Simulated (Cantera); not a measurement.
A perfectly stirred reactor is fed with 1.04 % C2H6, 99.0 % N2, at 0.133 bar; it is held at 1125 K, and followed from long to short residence time.

Model: GRI-Mech 3.0 (53 species, 325 reactions), integrated in Cantera. GRI-Mech 3.0 stops at C3 and has no aromatics, soot or wall deposition, so with more carbon than oxygen in the feed, carbon stays in small species such as C2H2 where larger ones or solid carbon would form.

Q: Predict: x(C2H6) at τ = 1.50 s; x(CH3) at τ = 1.50 s; x(C2H4) at τ = 1.50 s; x(H) at τ = 1.50 s; x(C2H6) at τ = 18.0 ms; x(CH3) at τ = 18.0 ms; x(C2H4) at τ = 18.0 ms; x(H) at τ = 18.0 ms.

A: 
```json
{
  "x(C2H6) at τ = 1.50 s": "0.00159",
  "x(CH3) at τ = 1.50 s": "2.76e-6",
  "x(C2H4) at τ = 1.50 s": "0.00545",
  "x(H) at τ = 1.50 s": "1.03e-6",
  "x(C2H6) at τ = 18.0 ms": "0.0101",
  "x(CH3) at τ = 18.0 ms": "5.81e-6",
  "x(C2H4) at τ = 18.0 ms": "0.000345",
  "x(H) at τ = 18.0 ms": "5.30e-7"
}
```
